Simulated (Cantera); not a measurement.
Adiabatic ignition

An adiabatic, constant-volume homogeneous reactor starts with 6.79 % CH4, 2.92 % CO, 19.0 % O2, 71.3 % N2, equivalence ratio 0.79, at 1625 K and 5.00 bar.

Computed with Cantera and GRI-Mech 3.0 (53 species, 325 reactions).

```tsv
t (s)	T (K)	P (bar)	x CH4	x CO	x O2	x OH	x C2H6
1.00e-6	1625	5.00	0.0679	0.0292	0.190	9.00e-8	4.22e-10
2.15e-6	1625	5.00	0.0679	0.0292	0.190	1.31e-7	5.17e-9
4.64e-6	1625	5.00	0.0679	0.0292	0.190	2.26e-7	6.60e-8
1.00e-5	1625	5.00	0.0678	0.0292	0.190	4.65e-7	9.50e-7
2.15e-5	1625	5.00	0.0676	0.0292	0.190	1.23e-6	1.56e-5
4.64e-5	1631	5.02	0.0662	0.0292	0.189	4.51e-6	0.000220
0.000100	2929	9.24	<1e-12	0.0366	0.0515	0.0239	<1e-12
0.000215	2992	9.37	<1e-12	0.0320	0.0438	0.0214	<1e-12
0.000464	2984	9.35	<1e-12	0.0320	0.0416	0.0208	<1e-12
0.00100	2984	9.34	<1e-12	0.0320	0.0414	0.0208	<1e-12
0.00215	2984	9.34	<1e-12	0.0320	0.0414	0.0208	<1e-12
0.00464	2984	9.34	<1e-12	0.0320	0.0414	0.0208	<1e-12
0.0100	2984	9.34	<1e-12	0.0320	0.0414	0.0208	<1e-12
0.0215	2984	9.34	<1e-12	0.0320	0.0414	0.0208	<1e-12
0.0464	2984	9.34	<1e-12	0.0320	0.0414	0.0208	<1e-12
0.100	2984	9.34	<1e-12	0.0320	0.0414	0.0208	<1e-12
```
x: mole fraction; the columns are a selection and need not sum to one.

```yaml
time_of_steepest_temperature_rise: 95.1 µs
temperature at 0.100 s: 2984 K
equilibrium_temperature: 2984 K
x(CH4) at 0.100 s: <1e-12 (gas-phase equilibrium <1e-12)
x(CO) at 0.100 s: 0.0320 (gas-phase equilibrium 0.0320)
x(O2) at 0.100 s: 0.0414 (gas-phase equilibrium 0.0414)
```
